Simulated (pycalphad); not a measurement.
All values are pycalphad results on the COST 507 light-alloy database (1999) (1 atm), not direct measurements. These are 1990s assessments: newer ones move some temperatures and phases. Amounts are mole fractions of atoms. Diffusion is slow at the low end, where real alloys seldom reach equilibrium.

Give the equilibrium state of Ti-14.02Si (wt.%) at 1052 °C.

SITI3, fraction 0.855, with 16.4 Si wt.%; BCC_A2, fraction 0.145, with 1.5 Si wt.%.

Give the equilibrium state of Ti-14.02Si (wt.%) at 227 °C.

SITI3, fraction 0.869, with 16.4 Si wt.%; HCP_A3, fraction 0.131, with 0.13 Si wt.%.

Database names, with the compositions (at.%) that they take in these runs: SITI3: Ti 75 Si 25. BCC_A2 is bcc; HCP_A3 is hcp.
